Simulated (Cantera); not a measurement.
Ammonia decomposition in nitride growth gas

A perfectly stirred reactor is fed with 84.7 % NH3, 15.3 % H2, at 0.987 atm; it is held at 1648 K, and followed from long to short residence time.

Detailed kinetics in Cantera: the gas-phase N/H chemistry of the illustrative SiF4/NH3 mechanism in the Surface Chemkin manual (1991). Walls and surfaces, which speed up NH3 decomposition in real reactors, are not modelled.

```
τ (s)    x NH3   x H2   x N2H2      x H     x NH2   x N2H4       x N
-------  -----  -----  -------  -------  --------  -------  --------
1.6      0.558  0.363  3.58e-7  2.49e-5   9.40e-5  1.36e-7   1.04e-8
0.46     0.727  0.240  5.88e-7  1.54e-5  0.000115  2.01e-7   1.03e-8
0.14     0.805  0.183  7.18e-7  1.14e-5  0.000123  2.34e-7   9.74e-9
0.040    0.835  0.162  7.62e-7  9.95e-6  0.000126  2.44e-7   9.31e-9
0.012    0.844  0.155  7.46e-7  9.35e-6  0.000125  2.38e-7   8.73e-9
0.0035   0.846  0.153  6.45e-7  8.60e-6  0.000116  2.08e-7   7.19e-9
0.0010   0.847  0.153  3.71e-7  6.63e-6   9.02e-5  1.25e-7   3.53e-9
0.00030  0.847  0.153  7.79e-8  3.19e-6   4.34e-5  2.88e-8  4.37e-10
```
x: mole fraction; the columns are a selection and need not sum to one.
